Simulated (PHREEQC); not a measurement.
1.4 g of hydrous ferric oxide (600 m²/g; 0.2 weak and 0.005 strong sites per Fe, Dzombak-Morel constants, diffuse double layer) in 1 kg of water with 0.005 mol/kgw of an inert sodium salt and 0.00028 mol MgCl2 and 0.00036 mol CaCl2, at 25 °C; the pH is set by adding NaOH or the inert anion's acid. Oxygen alone is held at its pressure in air (log pO2 = -0.68). No CO2 enters from the air. No solid was allowed to form.

Equilibrium calculation in PHREEQC: ion-association model, wateq4f.dat.

```csv
pH,Mg sorbed (%),Ca sorbed (%),surface charge σ (C/m²),surface potential ψ (mV)
3,0.0,0.0,0.319,207
3.67,0.0,0.0,0.244,?
4.33,0.0,0.0,0.166,178
5,0.0,0.0,0.102,155
5.67,0.0,0.0,0.059,127
6.33,0.2,0.2,0.031,96
7,3.7,2.9,0.015,62
7.67,36.5,15.3,0.006,31
8.33,87.0,41.3,0.001,4
9,98.8,86.0,-0.005,-25
9.67,?,99.0,-0.013,-59
10.33,100.0,?,-0.029,-93
11,100.0,100.0,-0.057,-124
```

**Question.** Fill in the missing entries.

**Answer.** 
- 3.67, surface potential ψ (mV): 197
- 9.67, Mg sorbed (%): 99.9
- 10.33, Ca sorbed (%): 99.9

The oxide is taken as insoluble; below pH 4 it would dissolve.
